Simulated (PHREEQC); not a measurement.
Make-up at 20 °C and 50 atm: 0.043 mol NH3, 0.000594 mol K2SO4 and 5.3e-05 mol KH2PO4 per kg of water. Closed to the air; pH follows from the charge balance.

Model: ion-association model, phreeqc.dat, run in PHREEQC.

No solid was allowed to form.

### Question
Order these P species by the share of P that they hold, largest first: PO4-3, KHPO4-, HPO4-2.

### Answer
HPO4-2 (93 %), PO4-3 (6.4 %), KHPO4- (0.17 %)

The pH is 11.08 and the ionic strength 0.00284 mol/kgw. Species that the database lacks are ignored. Under pressure, the constants of complexes without a molar volume in the database are unreliable.
